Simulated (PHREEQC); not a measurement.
# Spent oxide etchant (model solution)

Consider water at 20 °C with 0.078 mol HF, 0.00041 mol H2SiF6 and 0.0016 mol H2SO4 per kg of water. Closed to the air; pH follows from the charge balance.

Computed with PHREEQC (ion-association model, phreeqc.dat).

The pH is 2.01 and the ionic strength is 0.0121 mol/kgw. The total alkalinity comes out as -83.7 meq/kg.

```json
[
 {"species": "HF", "molality": "0.0692", "activity": "0.0694", "log γ": "0.001"},
 {"species": "H+", "molality": "0.0107", "activity": "0.00973", "log γ": "-0.042"},
 {"species": "F-", "molality": "0.00583", "activity": "0.00520", "log γ": "-0.049"},
 {"species": "HF2-", "molality": "0.00148", "activity": "0.00133", "log γ": "-0.048"},
 {"species": "SO4-2", "molality": "0.000991", "activity": "0.000641", "log γ": "-0.189"},
 {"species": "HSO4-", "molality": "0.000609", "activity": "0.000545", "log γ": "-0.048"},
 {"species": "SiF6-2", "molality": "0.000410", "activity": "0.000266", "log γ": "-0.189"}
]
```

Precipitation was switched off in this run. Complexes and solids missing from the database can't appear. SiF6-2 is the database's only silicon fluoride.
